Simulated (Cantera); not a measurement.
Standard-state values (1 bar) from the NASA 1993 polynomials, evaluated with Cantera. Values are per mole of reaction as written; species without (g) are pure solids or liquids, kept so even where they would boil at 1 bar.

Q: Between 1075 and 1525 K, where is each reaction favourable under standard conditions?
- 4 Na + 2 SO₂(g) → Na₂SO₄ + Na₂S
- 2 N₂(g) + SO₂(g) + 2 Na(g) → 2 N₂O(g) + Na₂S

A: 
- 4 Na + 2 SO₂(g) → Na₂SO₄ + Na₂S: ΔG° is -681 kJ at 1075 K and -515 kJ at 1525 K; it stays negative (K > 1). ΔH° is -1033 kJ and ΔS° -340 J/K at 1525 K.
- 2 N₂(g) + SO₂(g) + 2 Na(g) → 2 N₂O(g) + Na₂S: ΔG° is 295 kJ at 1075 K and 448 kJ at 1525 K; it stays positive (K < 1). ΔH° is -35 kJ and ΔS° -317 J/K at 1525 K.
